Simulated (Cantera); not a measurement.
**Equilibrium for silicon oxide and oxynitride deposition: SiH₄ + O₂ + N₂ + N₂O**

Input: 1 mol SiH₄, 23 mol O₂, 16 mol N₂, 8 mol N₂O, equilibrated at 1273 K and 158 Torr.

Cantera equilibrium calculation (NASA polynomials, part measured and part estimated; ideal gas, pure solids and liquids). Candidate condensed phases: H₂O, Si, SiO₂, Si₂N₂O, Si₃N₄; 35 gas species. The tables hold silica as quartz up to 1696 K and as liquid above; real silica turns to tridymite and cristobalite and melts near 1996 K. Kinetics and transport are ignored.

| Property | Result |
|---|---|
| x(O₂) | 0.490 |
| x(N₂) | 0.470 |
| x(H₂O) | 0.0392 |
| x(NO) | 0.000390 |
| x(OH) | 8.72e-6 |
| x(NO₂) | 3.33e-6 |
| n(SiO₂(β-quartz)) | 1.00 mol |
| gas amount | 51.00 mol |
| log10 activity of Si(s) (absent) | -27.02 |
